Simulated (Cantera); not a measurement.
Input: 1 mol V, 5.5 mol N₂O, 0.73 mol N₂, at 100 Torr.

Equilibrium computed with Cantera from the NASA thermochemical tables; the gas is ideal and each condensed phase is pure. Candidate condensed phases: V, VN, VO, V₂O₃, V₂O₄, V₂O₅; 13 gas species. Condensed phases not in the tables: the oxides between V₂O₃ and V₂O₅ other than VO₂. The numbers say what is thermodynamically allowed, not how fast it happens. All values below are at 1798 K.

Base state: N₂ 0.778, O₂ 0.217, NO 0.00417, VO₂ 0.000258, O 0.000152 (mole fractions); condensed: V₂O₄(s).

Question: What changes in the equilibrium state with this change: N₂O from 5.5 to 1.5 mol?

Answer: 
| species | before | after |
|---|---|---|
| N₂ | 0.778 | 1.000 |
| VO₂ | 0.000258 | 3.04e-6 |
| NO | 0.00417 | 2.13e-8 |
| O₂ | 0.217 | <1e-9 |
| O | 0.000152 | <1e-9 |
| V₂O₄(s), mol | 0.499 | 0 |
| V₂O₃(s), mol | 0 | 0.500 |
